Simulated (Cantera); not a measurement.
**S + H2 + H2O (abatement and gas-phase synthesis)**

A closed system holds: 1 mol S, 0.87 mol H2, a varied amount of H2O, equilibrated at 3127 °C and 101000 Pa.

These are equilibrium values from Cantera (NASA tables, ideal gas, pure condensed phases), not measurements of a reactor. Candidate condensed phases: H2O, H2SO4, S; 19 gas species. Equilibrium is a limit: real reactors are often held back by kinetics, nucleation or transport.

From 0.098 mol H2O to 0.89 mol H2O nothing is condensed.

```tsv
n(H2O) (mol)	x H2	x H	x S	x SO	x S2	x H2O	x SH	x OH	x SO2	x O
0.098	0.306	0.257	0.215	0.0280	0.0928	0.0132	0.0737	0.00480	0.000681	0.00237
0.23	0.307	0.258	0.190	0.0546	0.0721	0.0292	0.0650	0.0107	0.00294	0.00525
0.36	0.308	0.258	0.169	0.0724	0.0570	0.0437	0.0579	0.0159	0.00583	0.00783
0.49	0.307	0.258	0.151	0.0846	0.0456	0.0570	0.0518	0.0208	0.00889	0.0102
0.62	0.307	0.257	0.136	0.0929	0.0369	0.0694	0.0465	0.0253	0.0119	0.0125
0.76	0.305	0.257	0.122	0.0986	0.0296	0.0818	0.0416	0.0299	0.0150	0.0148
0.89	0.304	0.256	0.110	0.102	0.0244	0.0926	0.0376	0.0340	0.0176	0.0168
```
x: gas mole fraction; nothing condenses.
